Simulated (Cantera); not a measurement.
An isothermal plug-flow reactor at 873 K and 1.70 bar (inlet), inlet velocity 4.3 m/s, active area per volume 940 1/m; feed H₂ : O₂ : N₂ = 0.022 : 0.12 : 0.79 (molar parts), equivalence ratio 0.092.

Cantera simulation using Deutschmann's 1995 Pt surface mechanism with GRI-Mech 3.0 gas chemistry; the numbers are that mechanism's predictions, not measurements. Catalytic surfaces can have several steady states; this one follows from the mechanism file's or the stated starting coverage. Mass transfer to the wall is taken as infinitely fast.

x: gas mole fraction; θ: surface coverage.

| z (m) | x H₂ | x O₂ | x H₂O | θ free Pt | θ O* | θ OH* |
|---|---|---|---|---|---|---|
| 3.4e-05 | 0.0215 | 0.128 | 0.00212 | 0.340 | 0.654 | 0.00548 |
| 7.3e-05 | 0.0195 | 0.127 | 0.00415 | 0.311 | 0.684 | 0.00546 |
| 0.00016 | 0.0161 | 0.125 | 0.00759 | 0.261 | 0.734 | 0.00539 |
| 0.00034 | 0.0117 | 0.124 | 0.0120 | 0.196 | 0.798 | 0.00515 |
| 0.00073 | 0.00722 | 0.122 | 0.0166 | 0.133 | 0.862 | 0.00466 |
| 0.0016 | (withheld) | 0.120 | (withheld) | (withheld) | 0.906 | (withheld) |
| 0.0034 | (withheld) | 0.119 | (withheld) | (withheld) | 0.926 | (withheld) |

Problem. Fill in the missing entries.

Solution. 
- 0.0016, x H₂: 0.00349
- 0.0016, x H₂O: 0.0204
- 0.0016, θ free Pt: 0.0900
- 0.0016, θ OH*: 0.00412
- 0.0034, x H₂: 0.00117
- 0.0034, x H₂O: 0.0227
- 0.0034, θ free Pt: 0.0699
- 0.0034, θ OH*: 0.00378
